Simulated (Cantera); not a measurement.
Predominance diagram of Sr at 1825 K against the partial pressures of O₂ and Cl₂ (log10, bar). Source: NASA polynomial tables (part measured, part estimated), evaluated in Cantera. Candidates: Sr(l), SrCl₂(l), SrO(s). Only these pure phases compete in this equilibrium. Not in the tables: the peroxide, oxide halides.

**Question.** Which phase is stable at these pairs, and which metal-bearing vapour leads over it? (-3.6, -1.7); (-3.1, 0.1); (-0.9, 0.1); (-5.8, -3.4); (-4, -1.7); (-6.7, -3.4); (-6.2, 1)

**Answer.** 
```tsv
log p(O₂)	log p(Cl₂)	phase	chief vapour	log p (bar)
-3.6	-1.7	SrCl₂(l)	SrCl₂	-1.6
-3.1	0.1	SrCl₂(l)	SrCl₂	-1.6
-0.9	0.1	SrCl₂(l)	SrCl₂	-1.6
-5.8	-3.4	SrCl₂(l)	SrCl₂	-1.6
-4	-1.7	SrCl₂(l)	SrCl₂	-1.6
-6.7	-3.4	SrCl₂(l)	SrCl₂	-1.6
-6.2	1	SrCl₂(l)	SrCl₂	-1.6
```
